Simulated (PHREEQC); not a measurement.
**Leach liquor**

Dissolve 0.19 mol H2SO4, 3.8e-05 mol Li2SO4 and 0.012 mol Na2SO4 per kg of water at 25 °C. Closed to the air; pH follows from the charge balance.

Equilibrium calculation in PHREEQC: ion-association model, phreeqc.dat.

Each row changes one thing in this solution. Precipitation was switched off in this run.

```tsv
case	pH	ionic strength (mol/kgw)	HSO4- (mol/kgw)	SO4-2 (mol/kgw)	NaSO4- (mol/kgw)
as made	0.78	0.262	0.171	0.0299	0.000921
H2SO4 from 0.19 to 0.209 mol/kgw	0.75	0.283	0.189	0.0310	0.000930
Li2SO4 left out	0.78	0.262	0.171	0.0299	0.000921
H2SO4 from 0.19 to 0.019 mol/kgw	1.72	0.0612	0.0152	0.0151	0.000761
Li2SO4 from 3.8e-05 to 3.8e-06 mol/kgw	0.78	0.262	0.171	0.0299	0.000921
Li2SO4 from 3.8e-05 to 5.7e-05 mol/kgw	0.78	0.262	0.171	0.0299	0.000921
```
